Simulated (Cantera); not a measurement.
Input: 1 mol c-C4F8, 3.3 mol H2, at 3498.15 K and 10.0 mbar.

Method: chemical equilibrium by Gibbs-energy minimisation in Cantera with the NASA 1993 tables (ideal gas, pure condensed phases). Candidate condensed phases: C, C6H6, C7H8, C8H18; 95 gas species. The feed counts by its element totals alone. The numbers say what is thermodynamically allowed, not how fast it happens.

Base state: F 0.352, H 0.270, HF 0.205, C 0.0750, C3 0.0482, CF 0.0250, C2 0.0211, H2 0.00211 (mole fractions); condensed: gas only.

### Question
What changes in the equilibrium state with this change: H2 from 3.3 to 0.2 mol?

### Answer
| species | before | after |
|---|---|---|
| F | 0.352 | 0.722 |
| C | 0.0750 | 0.0841 |
| C3 | 0.0482 | 0.0681 |
| H | 0.270 | 0.0157 |
| HF | 0.205 | 0.0244 |
| CF | 0.0250 | 0.0574 |
| C2 | 0.0211 | 0.0266 |
| H2 | 0.00211 | 7.17e-6 |
| C2H2 (acetylene) | 2.95e-5 | 1.26e-7 |

### Question
What changes in the equilibrium state with this change: temperature from 3498.15 K to 1598 K?

### Answer
```
species             before     after
----------------  --------  --------
HF                   0.205     0.949
CF4                  <1e-9    0.0501
CF2               0.000231  0.000377
F                    0.352  0.000140
H                    0.270   1.02e-7
C                   0.0750     <1e-9
C3                  0.0482     <1e-9
C2                  0.0211     <1e-9
CF                  0.0250   5.27e-8
C2H                0.00119     <1e-9
C5                0.000210     <1e-9
C4                0.000143     <1e-9
CH                 7.67e-5     <1e-9
C(graphite), mol         0      3.65
```
Gases not in the tables: C2F6 and larger saturated fluorocarbons.
